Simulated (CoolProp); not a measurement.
Properties of methanol at several states (Tc = 513.4 K, pc = 8.216 MPa, ω = 0.565).

Values from CoolProp's reference Helmholtz-energy equation of state, de Reuck 1993.

| T (K) | p (MPa) | phase | cp (kJ/(kg K)) | expansivity (1/kK) | viscosity (µPa s) | conductivity (mW/(m K)) | fugacity coefficient |
|---|---|---|---|---|---|---|---|
| 588.9 | 2.69 | gas | 2.404 | 2.122 | 19.3 | 55.7 | 0.9381 |
| 576.9 | 0.665 | gas | 2.124 | 1.830 | 19.0 | 50.2 | 0.9838 |
| 213.9 | 1.24 | liquid | 2.227 | 1.131 | 2920 | 216 | 2.517e-5 |
| 305.2 | 0.0551 | liquid | 2.580 | 1.210 | 492 | 199 | 0.4325 |

Viscosity comes from a separate model (Xiang 2006). Thermal conductivity comes from a separate model (Sykioti 2013).
